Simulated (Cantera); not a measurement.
An adiabatic, constant-volume homogeneous reactor starts with CH4 : C2H6 : O2 : N2 = 1 : 0.15 : 2.1 : 25.2 (molar parts), at 1648 K and 20.7 atm. Integrator tolerance rtol = 1e-08.

Cantera simulation using GRI-Mech 3.0 (53 species, 325 reactions); the numbers are that mechanism's predictions, not measurements. The pressure lies above the range GRI-Mech 3.0 was tuned for (to about 10 atm).

Problem. What does this change do: 0.21 parts H2 added?

Solution. 
```
quantity                                                              before                                      after
---------------------------------  -----------------------------------------  -----------------------------------------
time of steepest temperature rise                                    24.3 µs                                    19.4 µs
temperature at 0.600 s                                                2559 K                                     2554 K
equilibrium temperature                                               2559 K                                     2554 K
x(CH4) at 0.600 s                      <1e-12 (gas-phase equilibrium <1e-12)  2.12e-12 (gas-phase equilibrium 2.39e-12)
x(C2H6) at 0.600 s                     <1e-12 (gas-phase equilibrium <1e-12)      <1e-12 (gas-phase equilibrium <1e-12)
x(O2) at 0.600 s                   0.000107 (gas-phase equilibrium 0.000107)    5.85e-5 (gas-phase equilibrium 5.85e-5)
x(CH2) at 0.600 s                      <1e-12 (gas-phase equilibrium <1e-12)      <1e-12 (gas-phase equilibrium <1e-12)
x(H2) at 0.600 s                     0.00983 (gas-phase equilibrium 0.00983)      0.0135 (gas-phase equilibrium 0.0135)
x(H) at 0.600 s                    0.000561 (gas-phase equilibrium 0.000561)  0.000645 (gas-phase equilibrium 0.000645)
```
